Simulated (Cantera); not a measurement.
Charge: 1 mol Si, 2.9 mol NF3, at 1300 K and 75.0 Torr.

Equilibrium computed with Cantera from the NASA thermochemical tables; the gas is ideal and each condensed phase is pure. Candidate condensed phases: Si, Si3N4; 16 gas species. Equilibrium is a limit: real reactors are often held back by kinetics, nucleation or transport.

Base state: F 0.606, N2 0.211, SiF4 0.145, F2 0.0385 (mole fractions); condensed: gas only.

**Question.** What changes in the equilibrium state with this change: temperature from 1300 K to 850 K?

**Answer.** 
```csv
species,before,after
F2,0.0385,0.383
N2,0.211,0.281
SiF4,0.145,0.222
F,0.606,0.0336
NF3,4.07e-6,0.0805
```
